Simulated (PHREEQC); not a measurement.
0.8 g of hydrous ferric oxide (600 m²/g; 0.2 weak and 0.005 strong sites per Fe, Dzombak-Morel constants, diffuse double layer) in 1 kg of water with 0.01 mol/kgw of an inert sodium salt and 2.3 mmol/kgw Ag2SO4, at 25 °C; the pH is set by adding NaOH or the inert anion's acid. O2 is buffered at 0.21 atm. No CO2 enters from the air. No solid was allowed to form.

Equilibrium calculation in PHREEQC: ion-association model, wateq4f.dat.

```json
[
 {"pH": "3", "S sorbed (%)": "36.6", "Ag sorbed (%)": "0.0", "surface charge σ (C/m²)": "0.032"},
 {"pH": "3.5", "S sorbed (%)": "36.6", "Ag sorbed (%)": "0.0", "surface charge σ (C/m²)": "0.031"},
 {"pH": "4", "S sorbed (%)": "36.3", "Ag sorbed (%)": "0.0", "surface charge σ (C/m²)": "0.030"},
 {"pH": "4.5", "S sorbed (%)": "35.3", "Ag sorbed (%)": "0.1", "surface charge σ (C/m²)": "0.029"},
 {"pH": "5", "S sorbed (%)": "32.7", "Ag sorbed (%)": "0.4", "surface charge σ (C/m²)": "0.028"},
 {"pH": "5.5", "S sorbed (%)": "28.1", "Ag sorbed (%)": "0.8", "surface charge σ (C/m²)": "0.025"},
 {"pH": "6", "S sorbed (%)": "21.8", "Ag sorbed (%)": "1.1", "surface charge σ (C/m²)": "0.021"},
 {"pH": "6.5", "S sorbed (%)": "14.6", "Ag sorbed (%)": "2.0", "surface charge σ (C/m²)": "0.017"},
 {"pH": "7", "S sorbed (%)": "7.5", "Ag sorbed (%)": "4.9", "surface charge σ (C/m²)": "0.012"},
 {"pH": "7.5", "S sorbed (%)": "2.3", "Ag sorbed (%)": "12.0", "surface charge σ (C/m²)": "0.007"},
 {"pH": "8", "S sorbed (%)": "0.3", "Ag sorbed (%)": "22.1", "surface charge σ (C/m²)": "0.001"},
 {"pH": "8.5", "S sorbed (%)": "0.0", "Ag sorbed (%)": "30.9", "surface charge σ (C/m²)": "-0.005"},
 {"pH": "9", "S sorbed (%)": "0.0", "Ag sorbed (%)": "36.0", "surface charge σ (C/m²)": "-0.009"},
 {"pH": "9.5", "S sorbed (%)": "0.0", "Ag sorbed (%)": "38.0", "surface charge σ (C/m²)": "-0.010"},
 {"pH": "10", "S sorbed (%)": "0.0", "Ag sorbed (%)": "38.7", "surface charge σ (C/m²)": "-0.010"},
 {"pH": "10.5", "S sorbed (%)": "0.0", "Ag sorbed (%)": "38.9", "surface charge σ (C/m²)": "-0.010"},
 {"pH": "11", "S sorbed (%)": "0.0", "Ag sorbed (%)": "38.9", "surface charge σ (C/m²)": "-0.011"}
]
```

Along this series the solution becomes supersaturated in solids that the run did not let form, among them Ag2O. The oxide is taken as insoluble; below pH 4 it would dissolve.
